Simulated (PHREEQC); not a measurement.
Solution A (0.0053 mol KH2PO4, 0.014 mol NaOH and 2.1e-07 mol H4SiO4 per kg of water) is mixed with solution B (84 mmol/kgw NH3 and 0.0079 mmol/kgw H4SiO4) at 72 °C; shares are by mass of water, 1 kg in all. Oxygen alone is held at its pressure in air (log pO2 = -0.68). The system is closed to CO2. Solids allowed: Chalcedony. Others were left out.

Computed with PHREEQC (ion-association model, phreeqc.dat).

```csv
share of solution B,pH,HPO4-2 (mol/kgw),H3SiO4- (mol/kgw),H4SiO4 (mol/kgw),PO4-3 (mol/kgw)
0,10.59,0.00476,1.93e-7,8.24e-9,0.000451
0.1,(withheld),0.00433,9.02e-7,4.23e-8,0.000362
0.2,(withheld),0.00389,1.61e-6,8.39e-8,0.000283
0.3,(withheld),0.00344,2.31e-6,1.36e-7,0.000214
0.4,10.41,0.00298,3.01e-6,2.03e-7,0.000156
0.5,(withheld),0.00251,3.68e-6,2.91e-7,0.000107
0.6,(withheld),0.00203,4.34e-6,4.10e-7,6.90e-5
0.7,(withheld),0.00154,4.94e-6,5.80e-7,4.00e-5
0.8,(withheld),0.00103,5.48e-6,8.26e-7,1.97e-5
0.9,(withheld),0.000521,5.90e-6,1.19e-6,6.89e-6
1,9.84,0,6.17e-6,1.70e-6,0
```

Problem. Fill in the missing entries.

Solution. 
- 0.1, pH: 10.55
- 0.2, pH: 10.51
- 0.3, pH: 10.46
- 0.5, pH: 10.34
- 0.6, pH: 10.27
- 0.7, pH: 10.18
- 0.8, pH: 10.08
- 0.9, pH: 9.96

Complexes and solids missing from the database can't appear. Away from 25 °C the constants follow the database's enthalpies or fits; those with neither stay at their 25 °C values.
